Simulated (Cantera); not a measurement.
A freely propagating, adiabatic, planar premixed flame of CH4 : H2 : O2 : N2 = 1 : 0.62 : 3.5 : 13.2 (molar parts), equivalence ratio 0.66, unburnt at 400 K and 750 Torr; mixture-averaged transport, grid criteria slope 0.08 and curve 0.16, no radiation.

Computed with Cantera and GRI-Mech 3.0 (53 species, 325 reactions). Burning velocities carry a grid error of a few per cent, more on coarse grids.

**Question.** Predict: laminar burning velocity; thermal thickness; peak x(CH2); peak x(C2H2); peak x(HO2).

**Answer.** 
* **laminar burning velocity**: 40.5 cm/s
* **thermal thickness**: 0.510 mm
* **peak x(CH2)**: 8.33e-6
* **peak x(C2H2)**: 3.63e-6
* **peak x(HO2)**: 0.000169
